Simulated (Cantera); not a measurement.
Charge: 1 mol CS2, 0.066 mol H2, equilibrated at 1975 °C and 100 Torr.

These are equilibrium values from Cantera (NASA tables, ideal gas, pure condensed phases), not measurements of a reactor. Candidate condensed phases: C, C6H6, C7H8, C8H18, S; 83 gas species. The numbers say what is thermodynamically allowed, not how fast it happens.

Base state: CS2 0.438, CS 0.335, S2 0.155, H2 0.0422, S 0.0146, SH 0.00942, H 0.00413, H2S 0.00196 (mole fractions); condensed: gas only.

Problem. What changes in the equilibrium state with this change: pressure from 100 Torr to 210000 Torr?

Solution. 
```csv
species,before,after
CS2,0.438,0.734
S2,0.155,0.188
H2S,0.00196,0.0416
CS,0.335,0.0111
S,0.0146,0.000350
H2,0.0422,0.0177
CH4,4.09e-8,2.09e-5
H,0.00413,5.84e-5
SH,0.00942,0.00673
C2H2 (acetylene),7.34e-5,5.87e-5
"C(graphite), mol",0,0.217
```
The ideal-gas law is rough above about 30 bar.
